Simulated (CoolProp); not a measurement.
Sulfur hexafluoride along the isotherm 87.45 °C: fugacity coefficient from the reference equation and from simpler models built on Tc = 45.6 °C, pc = 3755 kPa, ω = 0.210; each cubic takes its own stable root.

Model: reference Helmholtz-energy equation of state, Guder 2009, in CoolProp.

| p (kPa) | phase | reference | van der Waals | Peng-Robinson |
|---|---|---|---|---|
| 939 | gas | 0.9455 | 0.9456 | 0.9370 |
| 1880 | gas | 0.8923 | 0.8916 | 0.8769 |
| 2820 | gas | 0.8404 | 0.8380 | 0.8196 |
| 3750 | gas | [?] | 0.7848 | 0.7657 |
| 4690 | supercritical | 0.7407 | 0.7304 | 0.7139 |
| 5630 | supercritical | 0.6926 | 0.6751 | 0.6652 |
| 6570 | supercritical | 0.6467 | 0.6237 | 0.6204 |
| 7510 | supercritical | [?] | 0.5813 | [?] |
| 8450 | supercritical | 0.5682 | 0.5474 | 0.5464 |
| 9390 | supercritical | 0.5372 | 0.5202 | 0.5174 |

Problem. Fill in the missing entries.

Solution. 
- 3750, reference: 0.7903
- 7510, reference: 0.6047
- 7510, Peng-Robinson: 0.5806
